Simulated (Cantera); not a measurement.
Feed: 1 mol CuO, a varied amount of CO, at 1625 °C and 0.100 bar.

Cantera equilibrium calculation (NASA polynomials, part measured and part estimated; ideal gas, pure solids and liquids). Candidate condensed phases: C, Cu, CuO, Cu2O; 15 gas species. Each liquid is taken as pure. Mutual solubility and eutectic melting of coexisting phases are not modelled. Rates play no part.

x: gas mole fraction; n: condensed amount in mol.

| n(CO) (mol) | x CO2 | x CO | x O2 | x Cu | x O | n Cu(l) | n Cu2O(l) |
|---|---|---|---|---|---|---|---|
| 0.73 | 0.909 | 0.00590 | 0.0687 | 0.0158 | 0.000243 | 0.658 | 0.165 |
| 1.2 | 0.820 | 0.164 | 7.22e-5 | 0.0158 | 7.88e-6 | 0.981 | 0 |
| 1.6 | (withheld) | (withheld) | (withheld) | 0.0158 | (withheld) | 0.974 | 0 |
| 2.1 | 0.469 | 0.516 | 2.39e-6 | 0.0158 | 1.43e-6 | 0.966 | 0 |
| 2.5 | 0.394 | 0.590 | 1.29e-6 | 0.0158 | 1.05e-6 | 0.960 | 0 |
| 3 | 0.328 | 0.656 | 7.24e-7 | 0.0158 | 7.89e-7 | 0.951 | 0 |
| 3.4 | (withheld) | 0.695 | (withheld) | 0.0158 | (withheld) | 0.945 | 0 |
| 3.9 | 0.252 | 0.732 | 3.44e-7 | 0.0158 | 5.44e-7 | 0.937 | 0 |

### Question
Some entries are withheld; supply them.

### Answer

- 3.4, x CO2: 0.289
- 3.4, x O2: 5.03e-7
- 3.4, x O: 6.58e-7
- 1.6, x CO2: 0.615
- 1.6, x CO: 0.369
- 1.6, x O2: 8.04e-6
- 1.6, x O: 2.63e-6
